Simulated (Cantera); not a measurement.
Charge: 1 mol Ta2O5, 4.2 mol CO, 0.11 mol H2, held at 440 Pa.

Equilibrium computed with Cantera from the NASA thermochemical tables; the gas is ideal and each condensed phase is pure. Candidate condensed phases: C, C6H6, C7H8, C8H18, H2O, Ta, TaC, Ta2O5; 113 gas species. Kinetics and transport are ignored. All values below are at 2423 K.

Base state: CO 0.931, H 0.0271, TaO2 0.0205, H2 0.0103, CO2 0.00952, H2O 0.000629, O 0.000551, TaO 0.000527 (mole fractions); condensed: Ta2O5(l).

### Question
What changes in the equilibrium state with this change: pressure from 440 Pa to 34000 Pa?

### Answer
| species | before | after |
|---|---|---|
| CO | 0.931 | 0.970 |
| H2 | 0.0103 | 0.0230 |
| H | 0.0271 | 0.00461 |
| TaO2 | 0.0205 | 0.000757 |
| O2 | 1.39e-5 | 2.71e-9 |
| O | 0.000551 | 8.75e-7 |
| OH | 0.000313 | 6.54e-6 |
| CO2 | 0.00952 | 0.00122 |
| H2O | 0.000629 | 0.000172 |
| Ta2O5(l), mol | 0.953 | 0.998 |
| TaC(s), mol | 0 | 0.000966 |
Mutual solubility and eutectic melting of coexisting phases are not modelled. TaC: taken at fixed stoichiometry. Condensed phases not in the tables: Ta2C.

### Question
What changes in the equilibrium state with this change: pressure from 440 Pa to 160 Pa?

### Answer
```json
[
 {"species": "CO", "before": "0.931", "after": "0.897"},
 {"species": "TaO2", "before": "0.0205", "after": "0.0413"},
 {"species": "H", "before": "0.0271", "after": "0.0340"},
 {"species": "CO2", "before": "0.00952", "after": "0.0170"},
 {"species": "H2", "before": "0.0103", "after": "0.00589"},
 {"species": "O2", "before": "1.39e-5", "after": "0.000132"},
 {"species": "O", "before": "0.000551", "after": "0.00282"},
 {"species": "Ta2O5(l), mol", "before": "0.953", "after": "0.904"}
]
```

### Question
What changes in the equilibrium state with this change: pressure from 440 Pa to 100000 Pa?

### Answer
```tsv
species	before	after
CO	0.931	0.971
H2	0.0103	0.0239
H	0.0271	0.00274
TaO2	0.0205	0.000221
O2	1.39e-5	1.71e-9
O	0.000551	4.05e-7
OH	0.000313	5.29e-6
TaO	0.000527	3.39e-5
Ta2O5(l), mol	0.953	0.998
TaC(s), mol	0	0.00216
```
Mutual solubility and eutectic melting of coexisting phases are not modelled. TaC: taken at fixed stoichiometry. Condensed phases not in the tables: Ta2C.
